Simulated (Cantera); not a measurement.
**NO annealing gas**

An isothermal, constant-pressure homogeneous reactor starts with 60.2 % NO, 39.8 % N₂, at 1900 K and 97000 Pa.

Cantera simulation using GRI-Mech 3.0 (53 species, 325 reactions); the numbers are that mechanism's predictions, not measurements.

```tsv
t (s)	x NO	x O₂	x N₂	x N₂O	x NO₂	x O
0.000600	0.602	1.31e-5	0.398	8.23e-5	0.000109	1.63e-5
0.00200	0.601	0.000199	0.398	0.000147	0.000225	2.91e-5
0.00665	0.600	0.00112	0.399	0.000161	0.000251	3.21e-5
0.0221	0.593	0.00424	0.402	0.000157	0.000285	3.64e-5
0.0736	0.573	0.0144	0.412	0.000145	0.000369	4.76e-5
0.245	0.511	0.0451	0.443	0.000114	0.000507	7.11e-5
0.815	0.363	0.119	0.517	5.60e-5	0.000561	0.000108
2.71	0.155	0.223	0.621	1.02e-5	0.000324	0.000145
9.03	0.0325	0.285	0.682	7.39e-7	7.66e-5	0.000163
30.0	0.00794	0.297	0.695	3.46e-7	1.91e-5	0.000166
100	0.00644	0.298	0.696	3.38e-7	1.55e-5	0.000166
```
x: mole fraction; the columns are a selection and need not sum to one.

Equilibrium at this temperature and pressure: NO 0.00644, O₂ 0.298, N₂ 0.696, N₂O 3.38e-7, NO₂ 1.55e-5, O 0.000166 (gas phase only).
